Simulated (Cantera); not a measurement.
A Cantera script and its output.

```python
import numpy as np
import cantera as ct

gas = ct.Solution("gri30.yaml", transport_model="mixture-averaged")
show = ['NO', 'CH4', 'C2H2']

rows = []
print(f"{'T/K':>7s}{'rho':>11s}{'cp':>10s}{'mu':>11s}{'lambda':>11s}{'Pr':>7s}" + "".join(f"{'D_' + s:>11s}" for s in show))
for T in [400, 550, 700, 850, 1000, 1150, 1300]:
    gas.TPX = T, 6400, {'C2H4': 0.48, 'CH4': 0.35, 'C2H2': 0.17}
    Pr = gas.cp_mass * gas.viscosity / gas.thermal_conductivity
    D = [gas.mix_diff_coeffs_mole[gas.species_index(s)] for s in show]
    rows.append([gas.density, gas.cp_mass, gas.viscosity, gas.thermal_conductivity, Pr, *D])
    print(f"{T:7g}{gas.density:11.4e}{gas.cp_mass:10.1f}{gas.viscosity:11.4e}"
          f"{gas.thermal_conductivity:11.4e}{Pr:7.3f}" + "".join(f"{d:11.4e}" for d in D))
print("SI units: kg/m3, J/kg/K, Pa s, W/m/K, m2/s")
```

Output:

```
    T/K        rho        cp         mu     lambda     Pr       D_NO      D_CH4     D_C2H2
    400 4.5237e-02    2041.9 1.3761e-05 3.9259e-02  0.716 4.7190e-04 4.6453e-04 3.8709e-04
    550 3.2899e-02    2511.0 1.7983e-05 6.2475e-02  0.723 8.2652e-04 8.2518e-04 6.9277e-04
    700 2.5850e-02    2909.1 2.1715e-05 8.6968e-02  0.726 1.2526e-03 1.2608e-03 1.0635e-03
    850 2.1288e-02    3221.7 2.5096e-05 1.1158e-01  0.725 1.7434e-03 1.7640e-03 1.4925e-03
   1000 1.8095e-02    3508.5 2.8211e-05 1.3583e-01  0.729 2.2944e-03 2.3295e-03 1.9751e-03
   1150 1.5735e-02    3738.2 3.1118e-05 1.5950e-01  0.729 2.9020e-03 2.9534e-03 2.5078e-03
   1300 1.3919e-02    3932.1 3.3860e-05 1.8246e-01  0.730 3.5633e-03 3.6325e-03 3.0879e-03
SI units: kg/m3, J/kg/K, Pa s, W/m/K, m2/s
```

Detailed kinetics in Cantera: GRI-Mech 3.0 (53 species, 325 reactions). The composition is frozen, though it would react at the higher temperatures.
